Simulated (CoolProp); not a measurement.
Model: reference Helmholtz-energy equation of state, Lemmon 2006, in CoolProp. It is a short technical equation, of lower accuracy than the large ones.

Problem. Give the vapour pressure (kPa), liquid density (kg/m³), vapour density (kg/m³), liquid cp (kJ/(kg K)) of saturated neopentane at 94.85, 97.15 °C.

Solution. 
| T (°C) | p (kPa) | liquid density (kg/m³) | vapour density (kg/m³) | liquid cp (kJ/(kg K)) |
|---|---|---|---|---|
| 94.85 | 1010 | 493 | 30.7 | 2.84 |
| 97.15 | 1060 | 489 | 32.3 | 2.87 |
